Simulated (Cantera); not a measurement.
## Ammonia decomposition in nitride growth gas

An isothermal, constant-pressure homogeneous reactor starts with NH3 : N2 = 1 : 0.18 (molar parts), at 1525 K and 0.987 atm.

Model: the gas-phase N/H chemistry of the illustrative SiF4/NH3 mechanism in the Surface Chemkin manual (1991), integrated in Cantera. Walls and surfaces, which speed up NH3 decomposition in real reactors, are not modelled.

```csv
t (s),x NH3,x N2,x NH2,x N2H2,x NH,x H2
0.000300,0.847,0.153,5.81e-6,3.68e-9,1.26e-9,2.94e-6
0.000823,0.847,0.153,1.57e-5,3.16e-8,9.27e-9,8.71e-6
0.00226,0.847,0.153,3.75e-5,1.95e-7,4.47e-8,3.53e-5
0.00620,0.847,0.153,5.23e-5,3.88e-7,7.82e-8,0.000175
0.0170,0.847,0.153,5.28e-5,3.96e-7,8.02e-8,0.000612
0.0468,0.845,0.153,5.26e-5,3.94e-7,8.19e-8,0.00181
0.128,0.841,0.154,5.22e-5,3.89e-7,8.58e-8,0.00508
0.352,0.830,0.156,5.13e-5,3.77e-7,9.29e-8,0.0139
0.967,0.802,0.161,4.92e-5,3.46e-7,1.01e-7,0.0368
2.65,0.735,0.174,4.51e-5,2.78e-7,1.01e-7,0.0915
7.29,0.601,0.199,3.72e-5,1.73e-7,8.89e-8,0.200
20.0,0.411,0.235,2.59e-5,7.36e-8,6.42e-8,0.354
```
x: mole fraction; the columns are a selection and need not sum to one.

Equilibrium at this temperature and pressure: NH3 1.81e-5, N2 0.312, NH2 1.17e-9, N2H2 <1e-12, NH 3.03e-12, H2 0.688 (gas phase only).
